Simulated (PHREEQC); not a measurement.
Consider water at 25 °C with 0.033 mol NaHSO4 and 0.38 mol K2HPO4 per kg of water. Closed to the air; pH follows from the charge balance.

Model: ion-association model, phreeqc.dat, run in PHREEQC.

Precipitation was switched off in this run.

Problem. Order these S species by the share of S that they hold, largest first: NaSO4-, SO4-2, KSO4-.

Solution. SO4-2 (59 %), KSO4- (40 %), NaSO4- (1.5 %)

Problem. Order these K species by the share of K that they hold, largest first: KSO4-, K+, KHPO4-.

Solution. K+ (91 %), KHPO4- (7.7 %), KSO4- (1.7 %)

The pH is 7.55 and the ionic strength 1.02 mol/kgw. Ionic strength above about 0.7 mol/kgw puts this run outside the model's range. Species that the database lacks are ignored.
